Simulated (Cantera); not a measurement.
A freely propagating, adiabatic, planar premixed flame of H₂ : O₂ : N₂ = 1 : 0.2 : 0.752 (molar parts), unburnt at 675 K and 0.200 bar; mixture-averaged transport, grid criteria slope 0.08 and curve 0.16, no radiation.

Computed with Cantera and the H2/O2 subset of GRI-Mech 3.0, which has no nitrogen chemistry. Burning velocities carry a grid error of a few per cent, more on coarse grids.

Q: How do the results move with these cheaper or finer settings: unity-Lewis-number transport; multicomponent transport; multicomponent+Soret transport; grid criteria slope 0.5, curve 1; grid criteria slope 0.25, curve 0.5; grid criteria slope 0.03, curve 0.06?

A: 
```tsv
setting	laminar burning velocity	thermal thickness	peak x(H₂O₂)	peak x(HO₂)	grid points
as above	887 cm/s	4.00 mm	2.96e-7	4.19e-5	137
unity-Lewis-number transport	547 cm/s	3.52 mm	2.80e-7	3.91e-5	128
multicomponent transport	863 cm/s	4.02 mm	3.06e-7	4.19e-5	137
multicomponent+Soret transport	843 cm/s	3.98 mm	3.18e-7	4.20e-5	138
grid criteria slope 0.5, curve 1	1070 cm/s	6.33 mm	3.55e-7	3.99e-5	49
grid criteria slope 0.25, curve 0.5	996 cm/s	4.86 mm	2.79e-7	4.09e-5	77
grid criteria slope 0.03, curve 0.06	857 cm/s	3.80 mm	3.06e-7	4.21e-5	302
```
Unity Lewis numbers drop preferential diffusion, which matters most where H2 and H carry the flame; Soret adds thermal diffusion.
